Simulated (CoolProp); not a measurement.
Octamethylcyclotetrasiloxane (D4) at 462.95 K and 0.105 MPa is compressed adiabatically to 0.838 MPa with isentropic efficiency 0.7. Each further row changes one setting.

Model: reference Helmholtz-energy equation of state, Thol 2015, in CoolProp.

```tsv
case	work (kJ/kg)	final temperature (K)	final density (kg/m³)
as stated	19.8	531.7	631
efficiency 1	13.9	529.1	637
efficiency 0.65	21.4	532.4	629
```
